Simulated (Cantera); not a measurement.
An adiabatic, constant-volume homogeneous reactor starts with CH4 : H2 : O2 : N2 = 1 : 0.36 : 2.48 : 9.31 (molar parts), at 1725 K and 3750 Torr. Integrator tolerance rtol = 1e-08.

Model: GRI-Mech 3.0 (53 species, 325 reactions), integrated in Cantera. Above 3000 K some thermodynamic fits are extrapolated.

What does this change do: initial temperature 1725 to 1498 K?


```tsv
quantity	before	after
time of steepest temperature rise	21.1 µs	83.8 µs
temperature at 0.500 s	3077 K	3001 K
equilibrium temperature	3077 K	3001 K
x(CH4) at 0.500 s	<1e-12 (gas-phase equilibrium <1e-12)	<1e-12 (gas-phase equilibrium <1e-12)
x(H2) at 0.500 s	0.0158 (gas-phase equilibrium 0.0158)	0.0127 (gas-phase equilibrium 0.0127)
x(O2) at 0.500 s	0.0293 (gas-phase equilibrium 0.0293)	0.0278 (gas-phase equilibrium 0.0278)
x(N2O) at 0.500 s	2.91e-6 (gas-phase equilibrium 2.91e-6)	2.75e-6 (gas-phase equilibrium 2.75e-6)
x(CH2CO) at 0.500 s	<1e-12 (gas-phase equilibrium <1e-12)	<1e-12 (gas-phase equilibrium <1e-12)
```

What does this change do: pressure from 3750 Torr to 900 Torr?


| quantity | before | after |
|---|---|---|
| time of steepest temperature rise | 21.1 µs | 72.0 µs |
| temperature at 0.500 s | 3077 K | 2944 K |
| equilibrium temperature | 3077 K | 2944 K |
| x(CH4) at 0.500 s | <1e-12 (gas-phase equilibrium <1e-12) | <1e-12 (gas-phase equilibrium <1e-12) |
| x(H2) at 0.500 s | 0.0158 (gas-phase equilibrium 0.0158) | 0.0190 (gas-phase equilibrium 0.0190) |
| x(O2) at 0.500 s | 0.0293 (gas-phase equilibrium 0.0293) | 0.0323 (gas-phase equilibrium 0.0323) |
| x(N2O) at 0.500 s | 2.91e-6 (gas-phase equilibrium 2.91e-6) | 1.23e-6 (gas-phase equilibrium 1.23e-6) |
| x(CH2CO) at 0.500 s | <1e-12 (gas-phase equilibrium <1e-12) | <1e-12 (gas-phase equilibrium <1e-12) |
